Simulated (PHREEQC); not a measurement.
A solution holds 3.1 mol MgCl2 and 0.26 mol MnCl2 per kg of water, at 25 °C. Closed to the air; pH follows from the charge balance.

The numbers come from PHREEQC with the Pitzer model, pitzer.dat.

This is a speciation only: nothing precipitates in the calculation.

**Question.** Estimate the pH.

**Answer.** pH 4.30.

In brines, pH and single-ion activities rest on the MacInnes convention.
